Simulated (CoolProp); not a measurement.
A single-stage vapour-compression cycle with C2F6 (R116): evaporating at 220.15 K (dew point), condensing at 242.15 K (bubble point), superheat 0 K, subcooling 2 K, compressor efficiency 0.7, no pressure losses. Each further row changes one setting.

Computed with CoolProp (reference Helmholtz-energy equation of state, Lemmon 2006). It is a short technical equation, of lower accuracy than the large ones.

| case | cooling COP | pressure ratio | discharge temperature (K) | refrigerating effect (kJ/kg) | volumetric capacity (kJ/m³) |
|---|---|---|---|---|---|
| as stated | [?] | 2.25 | 246.9 | 83.9 | 2310 |
| evaporating temperature 225.15 K | 8.27 | [?] | 245.7 | [?] | 2890 |
| condensing temperature 237.15 K | [?] | 1.90 | [?] | 89.3 | 2460 |
| subcooling 7 K | [?] | 2.25 | 246.9 | 89.3 | 2460 |
| superheat 10 K | [?] | 2.25 | 256.9 | 90.9 | 2360 |
| compressor efficiency 0.6 | 5.20 | 2.25 | 249.8 | 83.9 | 2310 |

Q: Some entries are withheld; supply them.

A: 
- as stated, cooling COP: 6.07
- evaporating temperature 225.15 K, pressure ratio: 1.84
- evaporating temperature 225.15 K, refrigerating effect (kJ/kg): 86.3
- condensing temperature 237.15 K, cooling COP: 8.17
- condensing temperature 237.15 K, discharge temperature (K): 241.1
- subcooling 7 K, cooling COP: 6.46
- superheat 10 K, cooling COP: 6.15
